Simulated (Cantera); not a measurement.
Cantera run:

```python
import numpy as np
import cantera as ct

gas_names = """
    H HNO HNO2 HNO3 HO2 H2 H2O H2O2 N NH NH2 NH3 NH2OH NO NO2 NO3 N2 N2H2 N2H4 N2O O OH O2 O3 Si SiH
    SiH2 SiH3 SiH4 SiN SiO SiO2 Si2 Si2N Si3
""".split()
cond_names = """
    H2O(s) H2O(L) Si(cr) Si(L) SiO2(Lqz) SiO2(hqz) SiO2(L) Si2N2O(s) Si3N4(a)
""".split()


# ... load() reads the species with a 1 bar reference pressure and builds the phases ...
atoms = {
    'Si3N4': {'Si': 3, 'N': 4},
    'H2O': {'H': 2, 'O': 1},
    'N2': {'N': 2},
}
top_T = {'Si2N2O(s)': 2100, 'Si3N4(a)': 2400}  # K; cautious upper limits of use, not melting points


# ... equilibrate(T, P, feed) seeds the gas with the atoms and calls Mixture.equilibrate('TP', solver="vcs", rtol=1e-11, max_steps=5000) ...
results = []
feed = {'Si3N4': 1, 'H2O': 0.0065, 'N2': 49}  # mol
for P in [0.1, 0.6, 3.6, 22, 130, 770, 4600, 28000, 170000, 1000000]:
    for T in [1098, 1173, 1248, 1323, 1398, 1473, 1548, 1623, 1698, 1773, 1848, 1923, 1998]:
        mix = equilibrate(T, P, feed)
        results.append((T, P, feed, dict(zip(mix.species_names, mix.species_moles))))

for T, P, feed, n in results:
    print(f"{T:7g} {P:10.4g}  " + (" + ".join(c for c in cond_names if n.get(c, 0) > 1e-12) or "gas only"))
```

Output:

```
   1098        0.1  Si2N2O(s) + Si3N4(a)
   1173        0.1  Si2N2O(s) + Si3N4(a)
   1248        0.1  Si3N4(a)
   1323        0.1  Si3N4(a)
   1398        0.1  Si(cr)
   1473        0.1  Si(cr)
   1548        0.1  Si(cr)
   1623        0.1  gas only
   1698        0.1  gas only
   1773        0.1  gas only
   1848        0.1  gas only
   1923        0.1  gas only
   1998        0.1  gas only
   1098        0.6  Si2N2O(s) + Si3N4(a)
   1173        0.6  Si2N2O(s) + Si3N4(a)
   1248        0.6  Si2N2O(s) + Si3N4(a)
   1323        0.6  Si3N4(a)
   1398        0.6  Si3N4(a)
   1473        0.6  Si(cr)
   1548        0.6  Si(cr)
   1623        0.6  Si(cr)
   1698        0.6  gas only
   1773        0.6  gas only
   1848        0.6  gas only
   1923        0.6  gas only
   1998        0.6  gas only
   1098        3.6  Si2N2O(s) + Si3N4(a)
   1173        3.6  Si2N2O(s) + Si3N4(a)
   1248        3.6  Si2N2O(s) + Si3N4(a)
   1323        3.6  Si2N2O(s) + Si3N4(a)
   1398        3.6  Si3N4(a)
   1473        3.6  Si3N4(a)
   1548        3.6  Si(cr)
   1623        3.6  Si(cr)
   1698        3.6  Si(L)
   1773        3.6  gas only
   1848        3.6  gas only
   1923        3.6  gas only
   1998        3.6  gas only
   1098         22  Si2N2O(s) + Si3N4(a)
   1173         22  Si2N2O(s) + Si3N4(a)
   1248         22  Si2N2O(s) + Si3N4(a)
   1323         22  Si2N2O(s) + Si3N4(a)
   1398         22  Si2N2O(s) + Si3N4(a)
   1473         22  Si3N4(a)
   1548         22  Si3N4(a)
   1623         22  Si(cr)
   1698         22  Si(L)
   1773         22  Si(L)
   1848         22  Si(L)
   1923         22  gas only
   1998         22  gas only
   1098        130  Si2N2O(s) + Si3N4(a)
   1173        130  Si2N2O(s) + Si3N4(a)
   1248        130  Si2N2O(s) + Si3N4(a)
   1323        130  Si2N2O(s) + Si3N4(a)
   1398        130  Si2N2O(s) + Si3N4(a)
   1473        130  Si2N2O(s) + Si3N4(a)
   1548        130  Si3N4(a)
   1623        130  Si3N4(a)
   1698        130  Si(L)
   1773        130  Si(L)
   1848        130  Si(L)
   1923        130  Si(L)
   1998        130  Si(L)
   1098        770  Si2N2O(s) + Si3N4(a)
   1173        770  Si2N2O(s) + Si3N4(a)
   1248        770  Si2N2O(s) + Si3N4(a)
   1323        770  Si2N2O(s) + Si3N4(a)
   1398        770  Si2N2O(s) + Si3N4(a)
   1473        770  Si2N2O(s) + Si3N4(a)
   1548        770  Si2N2O(s) + Si3N4(a)
   1623        770  Si3N4(a)
   1698        770  Si3N4(a)
   1773        770  Si3N4(a)
   1848        770  Si(L)
   1923        770  Si(L)
   1998        770  Si(L)
   1098       4600  Si2N2O(s) + Si3N4(a)
   1173       4600  Si2N2O(s) + Si3N4(a)
   1248       4600  Si2N2O(s) + Si3N4(a)
   1323       4600  Si2N2O(s) + Si3N4(a)
   1398       4600  Si2N2O(s) + Si3N4(a)
   1473       4600  Si2N2O(s) + Si3N4(a)
   1548       4600  Si2N2O(s) + Si3N4(a)
   1623       4600  Si2N2O(s) + Si3N4(a)
   1698       4600  Si3N4(a)
   1773       4600  Si3N4(a)
   1848       4600  Si3N4(a)
   1923       4600  Si(L)
   1998       4600  Si(L)
   1098    2.8e+04  Si2N2O(s) + Si3N4(a)
   1173    2.8e+04  Si2N2O(s) + Si3N4(a)
   1248    2.8e+04  Si2N2O(s) + Si3N4(a)
   1323    2.8e+04  Si2N2O(s) + Si3N4(a)
   1398    2.8e+04  Si2N2O(s) + Si3N4(a)
   1473    2.8e+04  Si2N2O(s) + Si3N4(a)
   1548    2.8e+04  Si2N2O(s) + Si3N4(a)
   1623    2.8e+04  Si2N2O(s) + Si3N4(a)
   1698    2.8e+04  Si2N2O(s) + Si3N4(a)
   1773    2.8e+04  Si3N4(a)
   1848    2.8e+04  Si3N4(a)
   1923    2.8e+04  Si3N4(a)
   1998    2.8e+04  Si3N4(a)
   1098    1.7e+05  Si2N2O(s) + Si3N4(a)
   1173    1.7e+05  Si2N2O(s) + Si3N4(a)
   1248    1.7e+05  Si2N2O(s) + Si3N4(a)
   1323    1.7e+05  Si2N2O(s) + Si3N4(a)
   1398    1.7e+05  Si2N2O(s) + Si3N4(a)
   1473    1.7e+05  Si2N2O(s) + Si3N4(a)
   1548    1.7e+05  Si2N2O(s) + Si3N4(a)
   1623    1.7e+05  Si2N2O(s) + Si3N4(a)
   1698    1.7e+05  Si2N2O(s) + Si3N4(a)
   1773    1.7e+05  Si2N2O(s) + Si3N4(a)
   1848    1.7e+05  Si2N2O(s) + Si3N4(a)
   1923    1.7e+05  Si3N4(a)
   1998    1.7e+05  Si3N4(a)
   1098      1e+06  Si2N2O(s) + Si3N4(a)
   1173      1e+06  Si2N2O(s) + Si3N4(a)
   1248      1e+06  Si2N2O(s) + Si3N4(a)
   1323      1e+06  Si2N2O(s) + Si3N4(a)
   1398      1e+06  Si2N2O(s) + Si3N4(a)
   1473      1e+06  Si2N2O(s) + Si3N4(a)
   1548      1e+06  Si2N2O(s) + Si3N4(a)
   1623      1e+06  Si2N2O(s) + Si3N4(a)
   1698      1e+06  Si2N2O(s) + Si3N4(a)
   1773      1e+06  Si2N2O(s) + Si3N4(a)
   1848      1e+06  Si2N2O(s) + Si3N4(a)
   1923      1e+06  Si2N2O(s) + Si3N4(a)
   1998      1e+06  Si3N4(a)
```

These are equilibrium values from Cantera (NASA tables, ideal gas, pure condensed phases), not measurements of a reactor. Mutual solubility and eutectic melting of coexisting phases are not modelled.
